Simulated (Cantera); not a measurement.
A closed system holds: 1 mol SiH₂Cl₂, 100 mol H₂, at 25.0 mbar.

Equilibrium computed with Cantera from the NASA thermochemical tables; the gas is ideal and each condensed phase is pure. Candidate condensed phases: Si; 19 gas species. The numbers say what is thermodynamically allowed, not how fast it happens.

Over these rows the condensed part is Si(s). Partial pressures as log10 of bar:

| T (K) | 1000/T (1/K) | log p SiHCl₃ | log p H₂ | log p HCl |
|---|---|---|---|---|
| 1275 | 0.7843 | -6.33 | -1.61 | -3.35 |
| 1350 | 0.7407 | -6.82 | -1.61 | -3.35 |
| 1425 | 0.7018 | ? | -1.61 | -3.36 |
| 1500 | 0.6667 | -7.65 | -1.61 | -3.36 |
| 1575 | 0.6349 | -8.00 | -1.61 | -3.36 |
| 1650 | 0.6061 | -8.32 | -1.61 | -3.36 |

Fit log p(SiHCl₃) = a + b·(1000/T) to the five rows, give the apparent enthalpy, and predict the row at 1425 K.

Means: 1000/T = 0.6865, log p = -7.424. Sxy = 0.245965, Sxx = 0.0220212, so b = 11.17 and a = -7.424 − (11.17)×0.6865 = -15.09.
Apparent enthalpy: −19.145 × (11.17) = -214 kJ/mol. With the condensed phases at unit activity, Si(s) + 3 HCl(g) = SiHCl₃(g) + H₂(g) links this pressure to the main gases: over the six rows their terms move log p by -0.03 in all, so the slope is close to that reaction's ΔH°. The five rows lie within 0.01 of the line.
Prediction at 1425 K: -15.09 + (11.17)×0.7018 = -7.25. The computed value is -7.25, 0.00 from the line.
